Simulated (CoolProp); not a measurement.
Model: reference Helmholtz-energy equation of state, Leachman 2009, in CoolProp.

### Question
Give the vapour pressure (MPa), enthalpy of vaporisation (kJ/kg), vapour Z, liquid viscosity (µPa s) of saturated normal hydrogen at -248.85, -245.65 °C.

### Answer
| T (°C) | p (MPa) | enthalpy of vaporisation (kJ/kg) | vapour Z | liquid viscosity (µPa s) |
|---|---|---|---|---|
| -248.85 | 0.276 | 418 | 0.818 | 9.96 |
| -245.65 | 0.524 | 368 | 0.722 | 7.85 |

Viscosity comes from a separate model (Muzny 2013).
